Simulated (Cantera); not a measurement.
A closed system holds: 1 mol C₂H₂, a varied amount of CO₂, 54 mol H₂, at 1675 K and 13300 Pa.

These are equilibrium values from Cantera (NASA tables, ideal gas, pure condensed phases), not measurements of a reactor. Candidate condensed phases: C, C₆H₆, C₇H₈, C₈H₁₈, H₂O; 110 gas species. Rates play no part.

Q: Which condensed phases are stable at each of these points (n(CO₂) (mol)): 0.31, 0.72, 1.1, 1.5, 2, 2.4, 2.8, 3.2, 3.6, 4?

A: 
```tsv
n(CO₂) (mol)	condensed phases	C condensed (%)
0.31	C(graphite)	72.5
0.72	C(graphite)	46.5
1.1	C(graphite)	28.6
1.5	C(graphite)	13.9
2	gas only	0.0
2.4	gas only	0.0
2.8	gas only	0.0
3.2	gas only	0.0
3.6	gas only	0.0
4	gas only	0.0
```

From 0.31 mol CO₂ to 1.5 mol CO₂ the condensed part is C(graphite). From 2 mol CO₂ to 4 mol CO₂ nothing is condensed.
